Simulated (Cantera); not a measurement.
Feed: 1 mol SiH4, 7.8 mol NH3, 1.1 mol N2, held at 1250 K and 49.0 Pa.

Method: chemical equilibrium by Gibbs-energy minimisation in Cantera with the NASA 1993 tables (ideal gas, pure condensed phases). Candidate condensed phases: Si, Si3N4; 18 gas species. Equilibrium is a limit: real reactors are often held back by kinetics, nucleation or transport.

Problem. What is the equilibrium state?

Solution. 
* **x(H2)**: 0.760
* **x(N2)**: 0.240
* **x(H)**: 1.90e-5
* **n(Si3N4(s))**: 0.333 mol
* **gas amount**: 18.03 mol
* **log10 activity of Si(s) (absent)**: -1.98
